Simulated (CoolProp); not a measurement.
Vapour-liquid equilibrium of cyclohexane (1) + toluene (2) at 241.65 °C; x and y are mole fractions of (1).

Values from CoolProp's multi-fluid Helmholtz-energy mixture model, Zhou 2014 and Lemmon 2006; pair parameters Bell 2016.

| x | bubble pressure, mixture model (MPa) | bubble pressure, Raoult's law (MPa) | y, mixture model | y, Raoult's law |
|---|---|---|---|---|
| 0.05 | 1.541 | 1.528 | 0.076 | 0.081 |
| 0.2 | 1.722 | 1.677 | 0.273 | 0.295 |
| 0.35 | 1.890 | 1.826 | 0.436 | 0.474 |
| 0.5 | 2.045 | 1.976 | 0.579 | 0.626 |
| 0.65 | 2.188 | 2.125 | 0.709 | 0.757 |
| 0.8 | 2.319 | 2.275 | 0.834 | 0.870 |
| 0.95 | 2.437 | 2.424 | 0.958 | 0.970 |

The largest gap from Raoult's law is +3.5 % in bubble pressure, at x = 0.5. No azeotrope shows between x = 0.05 and 0.95.

The pair parameters rest on a limited set of measurements; away from them the model extrapolates.
